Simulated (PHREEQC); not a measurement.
Consider water at 19 °C with 0.035 mol/kgw NaHCO3, 0.0059 mol/kgw KOH and 0.0086 mol/kgw KCl. Closed to the air; pH follows from the charge balance.

Equilibrium calculation in PHREEQC: ion-association model, phreeqc.dat.

No solid was allowed to form.

Problem. Estimate the pH, density.

Solution. pH 9.37; density 1.001 g/cm³.

Problem. In which forms is Na present?

Solution. Na+ 96 %, NaCO3- 3.0 %, NaHCO3 1.1 % of the Na.

Complexes and solids missing from the database can't appear.
